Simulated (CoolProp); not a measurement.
Properties of the fluoroketone C6F12O (FK-5-1-12) along the isotherm 500 K.

Computed with CoolProp (reference Helmholtz-energy equation of state, McLinden 2015).

```
p (MPa)          phase       Z  cv (kJ/(kg K))  Joule-Thomson coefficient (K/MPa)  isothermal compressibility (1/MPa)  expansivity (1/kK)  fugacity coefficient
-------  -------------  ------  --------------  ---------------------------------  ----------------------------------  ------------------  --------------------
0.779              gas  0.9060           1.047                              6.244                               1.421               2.891                0.9114
1.56               gas  0.8038           1.058                              7.213                              0.8124               4.425                0.8279
2.34     supercritical  0.6918           1.070                              8.218                              0.6402               7.186                0.7487
3.12     supercritical  0.5814           1.082                              8.327                              0.5412               11.32                0.6747
3.89     supercritical  0.5084           1.085                              6.258                              0.3617               12.68                0.6098
4.67     supercritical  0.4952           1.081                              3.791                              0.1929               9.742                0.5563
5.45     supercritical  0.5144           1.077                              2.465                              0.1159               7.460                0.5152
6.23     supercritical  0.5458           1.074                              1.743                             0.07904               6.057                0.4837
7.01     supercritical  0.5825           1.071                              1.303                             0.05865               5.140                0.4595
7.79     supercritical  0.6216           1.069                              1.009                             0.04605               4.498                0.4405
8.57     supercritical  0.6620           1.067                             0.7997                             0.03763               4.024                0.4257
9.35     supercritical  0.7031           1.066                             0.6438                             0.03167               3.660                0.4141
```
